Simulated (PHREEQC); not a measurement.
0.31 g of hydrous ferric oxide (600 m²/g; 0.2 weak and 0.005 strong sites per Fe, Dzombak-Morel constants, diffuse double layer) in 1 kg of water with 0.005 mol/kgw of an inert sodium salt and 0.54 mmol/kgw Na2HAsO4, at 25 °C; the pH is set by adding NaOH or the inert anion's acid. O2 is buffered at 0.21 atm. No CO2 enters from the air. Precipitation was switched off in this run.

Base run: PHREEQC, ion-association model, wateq4f.dat. Each further column changes one thing. The table gives surface charge σ (C/m²).

```csv
pH,base,background salt from 0.005 to 0.0005 mol/kgw,oxide from 0.31 to 1.6 g/kgw,0.0011 mol/kgw Na2SeO4 added
4,0.022,0.013,?,0.018
4.75,0.009,?,0.081,0.010
5.88,-0.002,-0.001,0.026,?
6.62,-0.009,-0.005,0.010,-0.010
7.38,-0.015,-0.008,0.001,-0.018
8.12,-0.020,-0.011,-0.007,?
9.25,-0.035,-0.020,-0.028,-0.043
10,-0.054,?,-0.049,-0.065
```

Task: Complete the blanks.

Result: 
- 4, oxide from 0.31 to 1.6 g/kgw: 0.149
- 4.75, background salt from 0.005 to 0.0005 mol/kgw: 0.005
- 5.88, 0.0011 mol/kgw Na2SeO4 added: -0.003
- 8.12, 0.0011 mol/kgw Na2SeO4 added: -0.024
- 10, background salt from 0.005 to 0.0005 mol/kgw: -0.032
